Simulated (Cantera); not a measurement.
Feed: 1 mol Si, 1.2 mol HF, 0.11 mol H2, 3.7 mol Cl2, at 875 K and 133 Pa.

Cantera equilibrium calculation (NASA polynomials, part measured and part estimated; ideal gas, pure solids and liquids). Candidate condensed phases: Si; 37 gas species. Kinetics and transport are ignored.

Base state: Cl2 0.396, HCl 0.354, SiCl4 0.175, SiF4 0.0748, Cl 0.000794, HF 0.000103 (mole fractions); condensed: gas only.

Q: What changes in the equilibrium state with this change: temperature from 875 K to 1450 K?

A: 
```tsv
species	before	after
Cl	0.000794	0.394
HCl	0.354	0.282
SiCl4	0.175	0.141
Cl2	0.396	0.122
SiF4	0.0748	0.0596
SiCl3	<1e-9	0.000162
SiF3	<1e-9	1.97e-5
HF	0.000103	0.00202
```
The tables' values for SiCl3, SiF3 are old estimates; treat these amounts as uncertain.
